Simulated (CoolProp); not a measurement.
1-butene at several states: density (kg/m³) from the reference equation and from simpler models built on Tc = 419.3 K, pc = 4.006 MPa, ω = 0.192; each cubic takes its own stable root.

The numbers come from the reference Helmholtz-energy equation of state, Lemmon 2005 in CoolProp. It is a short technical equation, of lower accuracy than the large ones.

| T (K) | p (MPa) | phase | reference | van der Waals | Redlich-Kwong | Soave-Redlich-Kwong | Peng-Robinson |
|---|---|---|---|---|---|---|---|
| 412.6 | 0.535 | gas | 9.217 | 9.141 | 9.203 | 9.206 | ___ |
| 435.6 | 0.235 | gas | 3.708 | 3.700 | 3.708 | 3.707 | 3.715 |
| 501 | 11.7 | supercritical | ___ | 262.8 | 277.2 | 256.3 | 275.7 |
| 404.3 | 3.96 | liquid | ___ | ___ | 332.7 | 341.7 | 382.5 |
| 459.9 | 0.0396 | gas | 0.5825 | 0.5824 | 0.5825 | 0.5825 | 0.5827 |
| 194 | 0.502 | liquid | ___ | 431.9 | ___ | ___ | 728.5 |

Task: What belongs in the gaps?

Result: 
- 412.6, Peng-Robinson: 9.256
- 501, reference: 288.6
- 404.3, reference: 410.7
- 404.3, van der Waals: 261.0
- 194, reference: 704.9
- 194, Redlich-Kwong: 642.0
- 194, Soave-Redlich-Kwong: 648.2
